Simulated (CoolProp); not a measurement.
Vapour-liquid equilibrium of neopentane (1) + n-pentane (2) at 399.6 K; x and y are mole fractions of (1).

Values from CoolProp's multi-fluid Helmholtz-energy mixture model, Lemmon 2006 and Thol 2019; pair parameters Bell 2016.

| x | bubble pressure, mixture model (bar) | bubble pressure, Raoult's law (bar) | y, mixture model | y, Raoult's law |
|---|---|---|---|---|
| 0.05 | 10.68 | 10.71 | 0.074 | 0.085 |
| 0.2 | 11.81 | 11.90 | 0.273 | 0.307 |
| 0.35 | 12.96 | 13.09 | 0.444 | 0.488 |
| 0.5 | 14.13 | 14.28 | 0.593 | 0.639 |
| 0.65 | 15.32 | 15.47 | 0.727 | 0.767 |
| 0.8 | 16.55 | 16.66 | 0.849 | 0.876 |
| 0.95 | 17.82 | 17.86 | 0.963 | 0.971 |

The largest gap from Raoult's law is -1.1 % in bubble pressure, at x = 0.5. No azeotrope shows between x = 0.05 and 0.95.

Pair parameters are fitted to limited data, so mixtures are less certain than the pure fluids.
